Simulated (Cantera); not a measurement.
Input (Python, Cantera) and output of one run.

```python
import numpy as np
import cantera as ct

gas_names = """
    CL CLO CL2 Fe FeCL FeCL2 FeCL3 FeO Fe2CL4 Fe2CL6 N NO NO2 NO3 N2 N2O O O2 O3
""".split()
cond_names = """
    Fe(a) Fe(c) Fe(d) Fe(L) FeCL2(s) FeCL2(L) FeCL3(s) FeCL3(L) FeO(s) FeO(L) Fe2O3(s) Fe3O4(s)
""".split()


def load(file, names, dense=False):
    # The tables refer to 1 bar. Condensed volumes are neglected.
    table = {s.name: s for s in ct.Species.list_from_file(file)}
    out = []
    for n in names:
        d = dict(table[n].input_data)
        d["thermo"] = dict(d["thermo"], **{"reference-pressure": 1e5})
        if dense:
            d["equation-of-state"] = {"model": "constant-volume", "density": "1e6 g/cm^3"}
        out.append(ct.Species.from_dict(d))
    return out


gas = ct.Solution(thermo="ideal-gas", species=load("nasa_gas.yaml", gas_names))
cond = {s.name: ct.Solution(thermo="fixed-stoichiometry", species=[s], name=s.name)
        for s in load("nasa_condensed.yaml", cond_names, dense=True)}
atoms = {
    'Fe2O3': {'Fe': 2, 'O': 3},
    'Cl2': {'CL': 2},
    'N2': {'N': 2},
}
top_T = {'Fe2O3(s)': 1830, 'Fe3O4(s)': 1870}  # K; cautious upper limits of use, not melting points


def equilibrate(T, P, feed):
    n = {}
    for name, mol in feed.items():
        for a, k in atoms[name].items():
            n[a] = n.get(a, 0.0) + k * mol
    gas.TPX = T, P, n
    mass = sum(n.values()) * gas.mean_molecular_weight
    gas.equilibrate("TP")
    valid = [c for c in cond.values() if c.min_temp <= T <= top_T.get(c.name, c.max_temp)]
    mix = ct.Mixture([(gas, mass / gas.mean_molecular_weight)] + [(c, 0.0) for c in valid])
    mix.T, mix.P = T, P
    mix.equilibrate("TP", solver="vcs", rtol=1e-11, max_steps=5000)
    return mix


results = []
feed = {'Fe2O3': 1, 'Cl2': 10, 'N2': 26}  # mol
T = 1250  # K
P = 100000  # Pa
mix = equilibrate(T, P, feed)
results.append((T, P, feed, dict(zip(mix.species_names, mix.species_moles))))
x = sorted(zip(gas.X, gas.species_names), reverse=True)
print(f"T = {T:g} K  P = {P:g} Pa  gas = {mix.phase_moles(0):.4g} mol")
print("   x: " + "  ".join(f"{s} {v:.3e}" for v, s in x if v > 0.001))
print("   condensed (mol): " + ("  ".join(f"{mix.phase(i).name} {mix.phase_moles(i):.4g}"
      for i in range(1, mix.n_phases) if mix.phase_moles(i) > 1e-12) or "none"))
```

Output:

```
T = 1250 K  P = 100000 Pa  gas = 36.66 mol
   x: N2 7.092e-01  CL2 1.920e-01  FeCL3 4.856e-02  O2 4.085e-02  FeCL2 5.607e-03  CL 3.420e-03
   condensed (mol): none
```

Cantera equilibrium calculation (NASA polynomials, part measured and part estimated; ideal gas, pure solids and liquids).
